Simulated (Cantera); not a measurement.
A Cantera script and what it prints.

```python
import numpy as np
import cantera as ct

gas_names = [...]  # 95 gases of nasa_gas.yaml made of C, F, H
cond_names = """
    C(gr) C6H6(L) C7H8(L) C8H18(L),n-octa
""".split()


# ... load() reads the species with a 1 bar reference pressure and builds the phases ...
atoms = {
    'c-C4F8': {'C': 4, 'F': 8},
    'H2': {'H': 2},
}
top_T = {'C(gr)': 4500}  # K; cautious upper limits of use, not melting points


# ... equilibrate(T, P, feed) seeds the gas with the atoms and calls Mixture.equilibrate('TP', solver="vcs", rtol=1e-11, max_steps=5000) ...
results = []
feed = {'c-C4F8': 1, 'H2': 1.9}  # mol
T = 1150  # K
P = 1000  # Pa
mix = equilibrate(T, P, feed)
results.append((T, P, feed, dict(zip(mix.species_names, mix.species_moles))))
x = sorted(zip(gas.X, gas.species_names), reverse=True)
print(f"T = {T:g} K  P = {P:g} Pa  gas = {mix.phase_moles(0):.4g} mol")
print("   x: " + "  ".join(f"{s} {v:.3e}" for v, s in x if v > 0.001))
print("   condensed (mol): " + ("  ".join(f"{mix.phase(i).name} {mix.phase_moles(i):.4g}"
      for i in range(1, mix.n_phases) if mix.phase_moles(i) > 1e-12) or "none"))
```

Output:

```
T = 1150 K  P = 1000 Pa  gas = 4.85 mol
   x: HF 7.835e-01  CF4 2.165e-01
   condensed (mol): C(gr) 2.95
```

Equilibrium computed with Cantera from the NASA thermochemical tables; the gas is ideal and each condensed phase is pure. The feed counts by its element totals alone. Gases not in the tables: C2F6 and larger saturated fluorocarbons.
